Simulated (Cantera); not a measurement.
Input: 1 mol Si, 0.69 mol N₂O, 99 mol N₂, at 1.00 Torr.

Method: chemical equilibrium by Gibbs-energy minimisation in Cantera with the NASA 1993 tables (ideal gas, pure condensed phases). Candidate condensed phases: Si, SiO₂, Si₂N₂O, Si₃N₄; 16 gas species. Mutual solubility and eutectic melting of coexisting phases are not modelled. The tables hold silica as quartz up to 1696 K and as liquid above; real silica turns to tridymite and cristobalite and melts near 1996 K. Equilibrium is a limit: real reactors are often held back by kinetics, nucleation or transport.

Q: Which condensed phases are stable at each of these points (T (K)): 1023, 1123, 1223, 1323, 1423, 1523, 1623, 1723, 1823, 1923, 2023, 2123?

A: 
```
T (K)            condensed phases  Si condensed (%)
-----  --------------------------  ----------------
1023   SiO₂(β-quartz) + Si₂N₂O(s)             100.0
1123   SiO₂(β-quartz) + Si₂N₂O(s)             100.0
1223   SiO₂(β-quartz) + Si₂N₂O(s)             100.0
1323   SiO₂(β-quartz) + Si₂N₂O(s)              99.3
1423   SiO₂(β-quartz) + Si₂N₂O(s)              82.9
1523                    Si₂N₂O(s)              62.0
1623                     Si₃N₄(s)              30.4
1723                        Si(l)              22.8
1823                     gas only               0.0
1923                     gas only               0.0
2023                     gas only               0.0
2123                     gas only               0.0
```

From 1023 K to 1423 K the condensed part is SiO₂(β-quartz) + Si₂N₂O(s). At 1523 K the condensed part is Si₂N₂O(s). At 1623 K the condensed part is Si₃N₄(s). At 1723 K the condensed part is Si(l). From 1823 K to 2123 K nothing is condensed.
